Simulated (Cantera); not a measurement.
Transport properties of process gases

Gas mixture: C2H4 : NH3 : H2 = 0.88 : 0.16 : 0.65 (molar parts), at 0.0650 bar, frozen composition.

Cantera's kinetic-theory transport with the Lennard-Jones parameters of GRI-Mech 3.0, ideal gas; thermal conductivity in the multicomponent form. Polar gases are described roughly by these parameters. The composition is frozen, though it would react at the higher temperatures.

| T (K) | ρ (kg/m³) | cp (J/kg/K) | μ (µPa s) | λ (mW/m/K) | Pr | D (cm²/s) NH3 | D (cm²/s) OH | D (cm²/s) CO2 |
|---|---|---|---|---|---|---|---|---|
| 400 | 0.0332 | 2491 | 13.9 | 73.6 | 0.470 | 6.55 | 9.50 | 4.77 |
| 600 | 0.0221 | 3088 | 19.7 | 115 | 0.531 | 14.2 | 19.3 | 10.1 |
| 800 | 0.0166 | 3526 | 24.8 | 156 | 0.563 | 24.1 | 31.6 | 16.9 |
| 1000 | 0.0133 | 3880 | 29.4 | 196 | 0.581 | 35.9 | 46.0 | 24.9 |
| 1200 | 0.0111 | 4157 | 33.6 | 237 | 0.590 | 49.5 | 62.5 | 34.1 |
| 1400 | 0.00949 | 4379 | 37.4 | 276 | 0.595 | 64.7 | 80.9 | 44.4 |
D: mixture-averaged diffusion coefficient of that species in the mixture.
